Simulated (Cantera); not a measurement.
Charge: 1 mol Si₂Cl₆, 2.4 mol N₂, a varied amount of H₂, at 1.00 Torr.

Cantera equilibrium calculation (NASA polynomials, part measured and part estimated; ideal gas, pure solids and liquids). Candidate condensed phases: NH₄Cl, Si, Si₃N₄; 28 gas species. The feed counts by its element totals alone. N₂ is the only nitrogen source here; it is nearly inert below about 1500 K, so the nitride shown seldom forms there in practice. The tables' values for SiCl₃ are old estimates. Rates play no part.

Q: What condenses at these points (T in K, n(H₂) in mol): (1225, 4.8); (1225, 1.5); (1300, 2.7); (1825, 8.4); (1750, 2.7); (1450, 15)?

A: 
```csv
T (K),n(H₂) in mol,condensed phases,Si condensed (%)
1225,4.8,Si₃N₄,76.6
1225,1.5,Si₃N₄,49.1
1300,2.7,Si₃N₄,54.7
1825,8.4,Si,1.2
1750,2.7,gas only,0.0
1450,15,Si₃N₄,48.6
```
